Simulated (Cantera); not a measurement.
Charge: 1 mol CH3Cl, 0.24 mol H2, equilibrated at 1173 K and 0.110 bar.

Method: chemical equilibrium by Gibbs-energy minimisation in Cantera with the NASA 1993 tables (ideal gas, pure condensed phases). Candidate condensed phases: C, C6H6, C7H8, C8H18; 91 gas species. Kinetics and transport are ignored.

Base state: H2 0.553, HCl 0.447, CH4 0.000654 (mole fractions); condensed: C(graphite).

Q: What changes in the equilibrium state with this change: temperature from 1173 K to 723.15 K?

A: 
```json
[
 {"species": "HCl", "before": "0.447", "after": "0.491"},
 {"species": "H2", "before": "0.553", "after": "0.411"},
 {"species": "CH4", "before": "0.000654", "after": "0.0987"},
 {"species": "C(graphite), mol", "before": "0.999", "after": "0.799"}
]
```
